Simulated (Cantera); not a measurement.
A Cantera script and what it prints.

```python
import numpy as np
import cantera as ct

gas_names = """
    H HI HO2 H2 H2O H2O2 I I2 O OH O2 O3
""".split()
cond_names = """
    H2O(s) H2O(L) I2(cr) I2(L)
""".split()


# ... load() reads the species with a 1 bar reference pressure and builds the phases ...
atoms = {
    'HI': {'H': 1, 'I': 1},
    'H2O': {'H': 2, 'O': 1},
    'H2': {'H': 2},
}
top_T = {}  # K; cautious upper limits of use, not melting points


# ... equilibrate(T, P, feed) seeds the gas with the atoms and calls Mixture.equilibrate('TP', solver="vcs", rtol=1e-11, max_steps=5000) ...
results = []
feed = {'HI': 1, 'H2O': 0.049, 'H2': 0.054}  # mol
P = 1333.22  # Pa
for T in [650, 850, 1050, 1250, 1450, 1650, 1850, 2050, 2250, 2450, 2650]:
    mix = equilibrate(T, P, feed)
    results.append((T, P, feed, dict(zip(mix.species_names, mix.species_moles))))

top = {s: max(r[3][s] / sum(r[3][g] for g in gas_names) for r in results) for s in gas_names}
cols = sorted((s for s in top if top[s] > 1e-06), key=lambda s: -top[s])[:6]
seen = [c for c in cond_names if any(r[3].get(c, 0) > 1e-12 for r in results)]
print("log10 of partial pressures in bar; condensed amounts in mol")
print(f"{'T/K':>10s}" + "".join(f"{s[:9]:>10s}" for s in cols + seen))
for T, P, feed, n in results:
    ng = sum(n[g] for g in gas_names)
    print(f"{T:10.4g}" + "".join(f"{np.log10(max(n[s] / ng * P / 1e5, 1e-99)):10.3f}" for s in cols)
          + "".join(f"{n.get(c, 0):10.4g}" for c in seen))
```

Output:

```
log10 of partial pressures in bar; condensed amounts in mol
       T/K        HI         I        H2         H        I2       H2O
       650    -1.993    -4.919    -2.792   -16.258    -3.019    -3.228
       850    -2.033    -3.435    -2.706   -12.042    -2.944    -3.233
      1050    -2.146    -2.626    -2.597    -9.389    -3.124    -3.268
      1250    -2.402    -2.277    -2.470    -7.551    -3.654    -3.323
      1450    -2.732    -2.157    -2.396    -6.222    -4.306    -3.359
      1650    -3.045    -2.115    -2.365    -5.224    -4.902    -3.375
      1850    -3.315    -2.099    -2.354    -4.446    -5.404    -3.383
      2050    -3.546    -2.093    -2.355    -3.822    -5.824    -3.389
      2250    -3.751    -2.095    -2.374    -3.316    -6.182    -3.403
      2450    -3.951    -2.105    -2.425    -2.910    -6.502    -3.442
      2650    -4.168    -2.128    -2.534    -2.596    -6.802    -3.561
```

Equilibrium computed with Cantera from the NASA thermochemical tables; the gas is ideal and each condensed phase is pure.
